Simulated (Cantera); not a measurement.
Input: 1 mol C₂H₆, 17 mol H₂, at 1000 Pa.

Method: chemical equilibrium by Gibbs-energy minimisation in Cantera with the NASA 1993 tables (ideal gas, pure condensed phases). Candidate condensed phases: C, C₆H₆, C₇H₈, C₈H₁₈; 76 gas species. Rates play no part.

At 2502 °C, list the 5 most abundant gas species with their mole fractions, and the condensed phases.

H 0.512, H₂ 0.468, C₂H₂ (acetylene) 0.0144, C₃ 0.00231, C₂H 0.00190. Condensed: C(graphite).
